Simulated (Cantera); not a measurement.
A perfectly stirred reactor is fed with C2H6 : H2 = 1 : 20 (molar parts), at 1280 Torr; it is held at 1573 K, and followed from long to short residence time.

Model: GRI-Mech 3.0 (53 species, 325 reactions), integrated in Cantera. GRI-Mech 3.0 stops at C3 and has no aromatics, soot or wall deposition, so with more carbon than oxygen in the feed, carbon stays in small species such as C2H2 where larger ones or solid carbon would form.

**Question.** Predict: x(C2H6) at τ = 18.0 s; x(H2) at τ = 18.0 s; x(C2H) at τ = 18.0 s; x(C2H4) at τ = 18.0 s; x(CH2) at τ = 18.0 s; x(C2H6) at τ = 18.0 ms; x(H2) at τ = 18.0 ms; x(C2H) at τ = 18.0 ms; x(C2H4) at τ = 18.0 ms; x(CH2) at τ = 18.0 ms.

**Answer.** 
* **x(C2H6) at τ = 18.0 s**: 2.07e-5
* **x(H2) at τ = 18.0 s**: 0.921
* **x(C2H) at τ = 18.0 s**: 1.10e-9
* **x(C2H4) at τ = 18.0 s**: 0.00256
* **x(CH2) at τ = 18.0 s**: 1.27e-9
* **x(C2H6) at τ = 18.0 ms**: 0.000247
* **x(H2) at τ = 18.0 ms**: 0.936
* **x(C2H) at τ = 18.0 ms**: 4.85e-9
* **x(C2H4) at τ = 18.0 ms**: 0.00625
* **x(CH2) at τ = 18.0 ms**: 4.52e-9
